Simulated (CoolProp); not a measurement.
Vapour pressure (MPa) of nitrous oxide: the reference equation beside estimates from Tc = 309.5 K, pc = 7.245 MPa, ω = 0.161. Clausius-Clapeyron is anchored at 212.6 K with a constant enthalpy of vaporisation of 14.98 kJ/mol.

The numbers come from the reference Helmholtz-energy equation of state, Lemmon 2006 in CoolProp. It is a short technical equation, of lower accuracy than the large ones.

```csv
T (K),reference,Clausius-Clapeyron,van der Waals,Redlich-Kwong,Peng-Robinson
200.8,0.2431,0.2550,0.9739,0.3221,0.2450
204.7,0.2935,0.3026,1.080,0.3848,0.2950
208.6,0.3515,0.3567,1.193,0.4561,0.3525
212.6,0.4197,0.4197,1.318,0.5388,0.4201
216.5,0.4953,0.4889,1.447,___,0.4951
220.4,___,0.5665,1.584,0.7306,0.5799
224.4,0.6796,___,1.733,0.8459,0.6778
228.3,___,0.7517,1.887,0.9704,0.7849
232.2,___,0.8583,2.049,1.107,0.9043
236.2,1.044,0.9788,2.224,___,1.040
240.1,1.192,___,___,1.425,1.187
244,1.354,1.249,2.594,1.603,1.349
```

Question: Fill in the missing entries.

Answer: 
- 216.5, Redlich-Kwong: 0.6294
- 220.4, reference: 0.5808
- 224.4, Clausius-Clapeyron: 0.6553
- 228.3, reference: 0.7875
- 232.2, reference: 0.9076
- 236.2, Redlich-Kwong: 1.261
- 240.1, Clausius-Clapeyron: 1.108
- 240.1, van der Waals: 2.405

Absolute difference from the reference over all 12 rows, mean and median: Clausius-Clapeyron 4.0 and 4.1 %, van der Waals 176.1 and 163.9 %, Redlich-Kwong 25.2 and 25.1 %, Peng-Robinson 0.3 and 0.3 %.
